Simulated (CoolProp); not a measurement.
Saturation properties of CH2F2 (R32).

The numbers come from the reference Helmholtz-energy equation of state, Tillner-Roth 1997 in CoolProp.

```tsv
T (K)	p (MPa)	enthalpy of vaporisation (kJ/kg)	liquid viscosity (µPa s)
260.3	0.5272	334.3	179
264.8	0.6167	327.9	169
269.2	(withheld)	321.4	160
273.6	(withheld)	314.6	152
278	0.9471	307.6	144
282.5	1.086	300.0	136
286.9	1.236	(withheld)	129
291.3	1.400	284.3	122
295.7	1.581	275.8	115
300.2	1.784	266.7	109
304.6	2.001	257.2	103
309	2.237	247.2	97.2
```

Q: Fill in the missing entries.

A: 
- 269.2, p (MPa): 0.7151
- 273.6, p (MPa): 0.8249
- 286.9, enthalpy of vaporisation (kJ/kg): 292.3

It boils at 221.5 K under 1 atm.

Viscosity comes from a separate model (Bell 2016), an estimate that may be off by 10 % or more.
